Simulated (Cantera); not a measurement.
Input: 1 mol AlCl₃, 29 mol H₂O, 1.5 mol H₂, at 1300 K and 56.0 mbar.

Method: chemical equilibrium by Gibbs-energy minimisation in Cantera with the NASA 1993 tables (ideal gas, pure condensed phases). Candidate condensed phases: Al, AlCl₃, Al₂O₃, H₂O; 29 gas species. Kinetics and transport are ignored.

Base state: H₂O 0.859, HCl 0.0937, H₂ 0.0469 (mole fractions); condensed: Al₂O₃(s).

Question: What changes in the equilibrium state with this change: temperature from 1300 K to 2200 K?

Answer: 
```
species         before     after
-------------  -------  --------
H₂O              0.859     0.825
HCl             0.0937    0.0861
H₂              0.0469    0.0610
OH             2.42e-7    0.0111
AlO₂H            <1e-9   1.49e-5
O₂               <1e-9   0.00425
O                <1e-9  0.000745
H              1.01e-6   0.00588
Cl             1.71e-6   0.00604
Al₂O₃(s), mol    0.500     0.500
```
Gases not in the tables: Al(OH)₃.
